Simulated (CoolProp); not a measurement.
Vapour-liquid equilibrium of n-heptane (1) + p-xylene (2) at 303.2 K; x and y are mole fractions of (1).

Computed with CoolProp (multi-fluid Helmholtz-energy mixture model, Span 2003 and Zhou 2012; pair parameters Bell 2016).

| x | bubble pressure, mixture model (bar) | bubble pressure, Raoult's law (bar) | y, mixture model | y, Raoult's law |
|---|---|---|---|---|
| 0.05 | 0.02028 | 0.01877 | (withheld) | 0.208 |
| 0.2 | 0.03219 | 0.02811 | (withheld) | 0.555 |
| 0.35 | 0.04209 | 0.03746 | 0.746 | 0.728 |
| 0.5 | (withheld) | 0.04680 | 0.830 | 0.833 |
| 0.65 | 0.05899 | 0.05615 | 0.891 | 0.902 |
| 0.8 | (withheld) | 0.06550 | (withheld) | 0.952 |
| 0.95 | (withheld) | 0.07484 | 0.986 | 0.990 |

Q: Some entries are withheld; supply them.

A: 
- 0.05, y, mixture model: 0.265
- 0.2, y, mixture model: 0.604
- 0.5, bubble pressure, mixture model (bar): 0.05083
- 0.8, bubble pressure, mixture model (bar): 0.06699
- 0.8, y, mixture model: 0.941
- 0.95, bubble pressure, mixture model (bar): 0.07516

The largest gap from Raoult's law is +14.5 % in bubble pressure, at x = 0.2. No azeotrope shows between x = 0.05 and 0.95.

The pair parameters rest on a limited set of measurements; away from them the model extrapolates.
